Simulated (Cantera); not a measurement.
A perfectly stirred reactor is fed with CO : H₂ : CH₄ : O₂ : N₂ = 1 : 0.32 : 0.13 : 1.42 : 5.32 (molar parts), equivalence ratio 0.65, at 4.93 atm; it is adiabatic with a 648 K inlet, and is followed from long to short residence time, starting on the burning branch (τ in s: 0.46, 0.18, 0.068, 0.026, 0.01, 0.0039, 0.0015, 0.00057, 0.00022, 8.5e-05).

Model: GRI-Mech 3.0 (53 species, 325 reactions), integrated in Cantera.

x: mole fraction; the columns are a selection and need not sum to one.

```
τ (s)    T (K)     x CO      x H₂    x CH₄    x C₂H₄     x HCO    x NO₂
-------  -----  -------  --------  -------  --------  --------  -------
0.46      2211  0.00175  0.000167  4.85e-8    <1e-12  2.64e-10  8.65e-6
0.18      2213  0.00181  0.000171  1.21e-7    <1e-12  5.71e-10  6.94e-6
0.068     2215  0.00194  0.000181  3.08e-7  1.02e-12         ?  4.58e-6
0.026     2215  0.00223  0.000203  7.54e-7  5.79e-12         ?  2.58e-6
0.010     2211  0.00288  0.000251  1.74e-6  2.78e-11         ?  1.43e-6
0.0039    2198  0.00425  0.000356  3.66e-6  9.97e-11         ?  8.83e-7
0.0015    2173  0.00693  0.000567  7.22e-6  2.72e-10         ?  5.76e-7
0.00057   2128   0.0116  0.000941  1.40e-5  6.20e-10         ?  3.42e-7
0.00022   2060   0.0187   0.00151  2.75e-5   1.34e-9         ?  1.83e-7
8.5e-5    1958   0.0293   0.00227  5.93e-5   3.26e-9         ?  1.00e-7
```

### Question
What belongs in the gaps?

### Answer

- 0.068, x HCO: 1.40e-9
- 0.026, x HCO: 3.57e-9
- 0.010, x HCO: 9.23e-9
- 0.0039, x HCO: 2.39e-8
- 0.0015, x HCO: 6.31e-8
- 0.00057, x HCO: 1.69e-7
- 0.00022, x HCO: 4.43e-7
- 8.5e-5, x HCO: 1.14e-6
